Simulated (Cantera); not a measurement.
A closed system holds: 1 mol C₃H₆, 0.077 mol NH₃, 1.2 mol H₂, held at 133 Pa.

Cantera equilibrium calculation (NASA polynomials, part measured and part estimated; ideal gas, pure solids and liquids). Candidate condensed phases: C, C₆H₆, C₇H₈, C₈H₁₈; 92 gas species. Equilibrium is a limit: real reactors are often held back by kinetics, nucleation or transport.

x: gas mole fraction; n: condensed amount in mol.

```csv
T (°C),x H₂,x H,x N₂,x HCN,x C₂H₂ (acetylene),n C(graphite)
1250,0.990,0.000630,0.00878,?,1.17e-5,3.00
1300,0.990,0.00111,0.00876,?,2.04e-5,3.00
1350,0.989,0.00188,0.00872,?,3.45e-5,3.00
1400,0.988,0.00310,0.00868,?,5.63e-5,3.00
1450,0.986,0.00496,0.00862,?,8.92e-5,3.00
1500,0.983,0.00772,0.00855,?,0.000138,3.00
1550,0.979,0.0117,0.00847,?,0.000207,3.00
1600,0.973,0.0174,0.00836,?,0.000304,2.99
1650,0.965,0.0253,0.00823,?,0.000436,2.99
1700,0.954,0.0361,0.00807,?,0.000611,2.99
1750,0.939,0.0504,0.00788,?,0.000839,2.99
1800,0.920,0.0691,0.00767,?,0.00113,2.98
1850,0.896,0.0930,0.00741,?,0.00148,2.98
1900,0.866,0.123,0.00713,?,0.00191,2.97
```

Problem. Some entries are withheld; supply them.

Solution. 
- 1250, x HCN: 0.000116
- 1300, x HCN: 0.000161
- 1350, x HCN: 0.000219
- 1400, x HCN: 0.000292
- 1450, x HCN: 0.000382
- 1500, x HCN: 0.000493
- 1550, x HCN: 0.000624
- 1600, x HCN: 0.000779
- 1650, x HCN: 0.000958
- 1700, x HCN: 0.00116
- 1750, x HCN: 0.00139
- 1800, x HCN: 0.00163
- 1850, x HCN: 0.00190
- 1900, x HCN: 0.00217
